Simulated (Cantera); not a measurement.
An isothermal, constant-pressure homogeneous reactor starts with N₂O : H₂O = 1 : 0.0095 (molar parts), at 1575 K and 2670 Pa.

Model: GRI-Mech 3.0 (53 species, 325 reactions), integrated in Cantera. GRI-Mech 3.0 was tuned for natural gas; its chemistry of N2O as a main component is partial and can be far from experiment. Radical loss at walls, strong at low pressure, is not modelled. The temperature is held fixed by assumption; the heat of reaction is taken as removed at once.

Task: Predict: x(N₂O) at 20.0 s; x(H₂O) at 20.0 s; x(H₂) at 20.0 s; x(OH) at 20.0 s; x(NO) at 20.0 s.

Result: 
- x(N₂O) at 20.0 s = 7.30e-6 (gas-phase equilibrium 1.80e-8)
- x(H₂O) at 20.0 s = 0.00625 (gas-phase equilibrium 0.00624)
- x(H₂) at 20.0 s = 3.84e-7 (gas-phase equilibrium 3.30e-7)
- x(OH) at 20.0 s = 9.47e-5 (gas-phase equilibrium 0.000101)
- x(NO) at 20.0 s = 0.166 (gas-phase equilibrium 0.00200)
